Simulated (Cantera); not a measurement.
A Cantera script and its output.

```python
import numpy as np
import cantera as ct

gas = ct.Solution("gri30.yaml")
gas.TPX = 1073, 160000, {'N2O': 1}
inlet = ct.Reservoir(gas, clone=True)

reactor = ct.IdealGasConstPressureReactor(gas, energy="off", clone=False)
exhaust = ct.Reservoir(gas, clone=True)
tau = [24, 8, 2.7, 0.89, 0.29, 0.098, 0.032, 0.011, 0.0036, 0.0012][0]
for a, b in ((inlet, reactor), (reactor, exhaust)):
    ct.MassFlowController(a, b, mdot=lambda t: reactor.mass / tau)
net = ct.ReactorNet([reactor])
show = ['N2O', 'N2', 'O', 'O2', 'NO2', 'NO']

rows = []
print(f"{'tau/s':>10s}{'T/K':>9s}" + "".join(f"{s:>11s}" for s in show))
for tau in [24, 8, 2.7, 0.89, 0.29, 0.098, 0.032, 0.011, 0.0036, 0.0012]:
    net.initial_time = 0.0
    net.advance(30 * tau)
    before = gas.X
    net.advance(40 * tau)
    drift = np.max(np.abs(gas.X - before) / (gas.X + 1e-9))
    rows.append([gas.T, *gas[show].X, drift])
    print(f"{tau:10.3e}{gas.T:9.1f}" + "".join(f"{x:11.3e}" for x in gas[show].X))
```

Output:

```
     tau/s      T/K        N2O         N2          O         O2        NO2         NO
 2.400e+01   1073.0  3.792e-01  4.056e-01  9.235e-08  1.984e-01  3.823e-04  1.646e-02
 8.000e+00   1073.0  6.201e-01  2.471e-01  1.256e-07  1.203e-01  2.805e-04  1.221e-02
 2.700e+00   1073.0  8.163e-01  1.191e-01  1.525e-07  5.781e-02  1.484e-04  6.589e-03
 8.900e-01   1073.0  9.279e-01  4.672e-02  1.684e-07  2.263e-02  5.836e-05  2.730e-03
 2.900e-01   1073.0  9.748e-01  1.630e-02  1.753e-07  7.892e-03  1.808e-05  9.753e-04
 9.800e-02   1073.0  9.913e-01  5.637e-03  1.777e-07  2.730e-03  4.570e-06  3.414e-04
 3.200e-02   1073.0  9.971e-01  1.855e-03  1.784e-07  8.986e-04  8.123e-07  1.133e-04
 1.100e-02   1073.0  9.990e-01  6.392e-04  1.786e-07  3.096e-04  1.213e-07  3.921e-05
 3.600e-03   1073.0  9.997e-01  2.093e-04  1.784e-07  1.013e-04  1.429e-08  1.286e-05
 1.200e-03   1073.0  9.999e-01  6.966e-05  1.778e-07  3.367e-05  1.631e-09  4.276e-06
```

Detailed kinetics in Cantera: GRI-Mech 3.0 (53 species, 325 reactions). GRI-Mech 3.0 was tuned for natural gas; its chemistry of N2O as a main component is partial and can be far from experiment. The mechanism lacks the step 2 NO + O2 → 2 NO2, which can matter for NO2 below about 1400 K. The temperature is held fixed by assumption; the heat of reaction is taken as removed at once.
